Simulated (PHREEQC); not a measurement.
0.45 g of hydrous ferric oxide (600 m²/g; 0.2 weak and 0.005 strong sites per Fe, Dzombak-Morel constants, diffuse double layer) in 1 kg of water with 0.001 mol/kgw of an inert sodium salt, at 25 °C; the pH is set by adding NaOH or the inert anion's acid. Oxygen alone is held at its pressure in air (log pO2 = -0.68). No CO2 enters from the air. No solid was allowed to form.

The numbers come from PHREEQC with the ion-association model, wateq4f.dat.

```json
[
 {"pH": "4", "surface charge σ (C/m²)": "0.122", "surface potential ψ (mV)": "209"},
 {"pH": "4.38", "surface charge σ (C/m²)": "0.089", "surface potential ψ (mV)": "?"},
 {"pH": "4.75", "surface charge σ (C/m²)": "0.065", "surface potential ψ (mV)": "180"},
 {"pH": "5.12", "surface charge σ (C/m²)": "0.046", "surface potential ψ (mV)": "163"},
 {"pH": "5.5", "surface charge σ (C/m²)": "?", "surface potential ψ (mV)": "145"},
 {"pH": "5.88", "surface charge σ (C/m²)": "0.022", "surface potential ψ (mV)": "126"},
 {"pH": "6.25", "surface charge σ (C/m²)": "0.014", "surface potential ψ (mV)": "106"},
 {"pH": "6.62", "surface charge σ (C/m²)": "0.009", "surface potential ψ (mV)": "85"},
 {"pH": "7", "surface charge σ (C/m²)": "0.006", "surface potential ψ (mV)": "64"},
 {"pH": "7.38", "surface charge σ (C/m²)": "0.003", "surface potential ψ (mV)": "42"},
 {"pH": "7.75", "surface charge σ (C/m²)": "0.002", "surface potential ψ (mV)": "21"},
 {"pH": "8.12", "surface charge σ (C/m²)": "0.000", "surface potential ψ (mV)": "-1"},
 {"pH": "8.5", "surface charge σ (C/m²)": "-0.002", "surface potential ψ (mV)": "-23"},
 {"pH": "8.88", "surface charge σ (C/m²)": "-0.004", "surface potential ψ (mV)": "-44"},
 {"pH": "9.25", "surface charge σ (C/m²)": "-0.006", "surface potential ψ (mV)": "?"},
 {"pH": "9.62", "surface charge σ (C/m²)": "-0.010", "surface potential ψ (mV)": "?"},
 {"pH": "10", "surface charge σ (C/m²)": "-0.016", "surface potential ψ (mV)": "-107"}
]
```

Question: Complete the blanks.

Answer: 
- 4.38, surface potential ψ (mV): 195
- 5.5, surface charge σ (C/m²): 0.032
- 9.25, surface potential ψ (mV): -66
- 9.62, surface potential ψ (mV): -86

Species that the database lacks are ignored.
